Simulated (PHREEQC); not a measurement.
Solution (20 °C): 0.065 mol Ni(NO3)2 and 0.012 mol MnSO4 per kg of water. Closed to the air; pH follows from the charge balance.

Computed with PHREEQC (ion-association model, wateq4f.dat).

The ionic strength comes out as 0.218 mol/kgw. What activity coefficients do Ni(SO4)2-2, H+, NiOH+, SO4-2, Ni+2 get?

Ni(SO4)2-2 0.31, H+ 0.80, NiOH+ 0.74, SO4-2 0.29, Ni+2 0.31.

This is a speciation only: nothing precipitates in the calculation.
